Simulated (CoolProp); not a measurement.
Vapour pressure (MPa) of hydrogen chloride: the reference equation beside estimates from Tc = 324.7 K, pc = 8.314 MPa, ω = 0.130.

The numbers come from the reference Helmholtz-energy equation of state, Thol 2018 in CoolProp.

| T (K) | reference | van der Waals | Redlich-Kwong | Soave-Redlich-Kwong |
|---|---|---|---|---|
| 259.1 | 1.761 | 3.151 | 2.009 | 1.793 |
| 261.9 | 1.908 | 3.311 | 2.168 | 1.944 |
| 264.7 | 2.063 | 3.476 | 2.335 | 2.104 |
| 267.6 | 2.234 | 3.653 | 2.518 | 2.280 |
| 270.4 | 2.408 | 3.828 | 2.703 | 2.460 |
| 273.2 | 2.593 | 4.009 | 2.897 | 2.650 |
| 276 | 2.787 | 4.196 | 3.101 | 2.850 |
| 278.9 | 3.000 | 4.394 | 3.322 | 3.068 |
| 281.7 | 3.217 | 4.591 | 3.545 | 3.290 |
| 284.5 | 3.445 | 4.793 | 3.778 | 3.524 |
| 287.3 | 3.685 | 5.001 | 4.021 | 3.769 |
| 290.2 | 3.947 | 5.222 | 4.283 | 4.035 |
| 293 | 4.213 | 5.441 | 4.547 | 4.305 |
| 295.8 | 4.492 | 5.666 | 4.822 | 4.587 |

Absolute difference from the reference over all 14 rows, mean and median: van der Waals 50.0 and 48.5 %, Redlich-Kwong 10.9 and 11.0 %, Soave-Redlich-Kwong 2.1 and 2.2 %.
